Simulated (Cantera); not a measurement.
Input (Python, Cantera) and output of one run.

```python
import numpy as np
import cantera as ct

gas_names = """
    F F2 FS2F,fluorodisu H HF H2 H2F2 H2S H3F3 H4F4 H5F5 H6F6 H7F7 N NF NF2 NF3 NH NH2 NH3 N2 N2H2 N2H4
    S SF SF2 SF3 SF4 SF5 SF6 SH SN S2 S2F2,thiothiony S8
""".split()
cond_names = """
    S(cr1) S(cr2) S(L)
""".split()


# ... load() reads the species with a 1 bar reference pressure and builds the phases ...
atoms = {
    'SF6': {'S': 1, 'F': 6},
    'H2': {'H': 2},
    'N2': {'N': 2},
}
top_T = {}  # K; cautious upper limits of use, not melting points


# ... equilibrate(T, P, feed) seeds the gas with the atoms and calls Mixture.equilibrate('TP', solver="vcs", rtol=1e-11, max_steps=5000) ...
results = []
T = 1675  # K
P = 300000  # Pa
for m in [0.13, 0.26, 0.38, 0.51, 0.63, 0.76, 0.88, 1, 1.1]:
    feed = {'SF6': 1, 'H2': m, 'N2': 2.1}  # mol
    mix = equilibrate(T, P, feed)
    results.append((T, P, feed, dict(zip(mix.species_names, mix.species_moles))))

top = {s: max(r[3][s] / sum(r[3][g] for g in gas_names) for r in results) for s in gas_names}
cols = sorted((s for s in top if top[s] > 1e-06), key=lambda s: -top[s])[:6]
seen = [c for c in cond_names if any(r[3].get(c, 0) > 1e-12 for r in results)]
print("log10 of partial pressures in bar; condensed amounts in mol")
print(f"{'n(H2)':>10s}" + "".join(f"{s[:9]:>10s}" for s in cols + seen))
for T, P, feed, n in results:
    ng = sum(n[g] for g in gas_names)
    print(f"{feed['H2']:10.4g}" + "".join(f"{np.log10(max(n[s] / ng * P / 1e5, 1e-99)):10.3f}" for s in cols)
          + "".join(f"{n.get(c, 0):10.4g}" for c in seen))
```

Result:

```
log10 of partial pressures in bar; condensed amounts in mol
     n(H2)        N2        HF       SF6       SF4         F       SF3
      0.13     0.241    -0.666    -0.213    -0.674    -0.673    -2.908
      0.26     0.216    -0.390    -0.305    -0.550    -0.782    -2.675
      0.38     0.193    -0.249    -0.406    -0.465    -0.874    -2.498
      0.51     0.169    -0.145    -0.535    -0.395    -0.974    -2.328
      0.63     0.147    -0.074    -0.683    -0.346    -1.073    -2.180
      0.76     0.125    -0.015    -0.900    -0.304    -1.202    -2.009
      0.88     0.106     0.030    -1.213    -0.278    -1.371    -1.813
         1     0.089     0.067    -1.816    -0.279    -1.672    -1.513
       1.1     0.074     0.094    -2.459    -0.330    -1.969    -1.268
```

Cantera equilibrium calculation (NASA polynomials, part measured and part estimated; ideal gas, pure solids and liquids). The tables' values for SF3, SF5, S2F2 (SSF2) are old estimates; treat these amounts as uncertain.
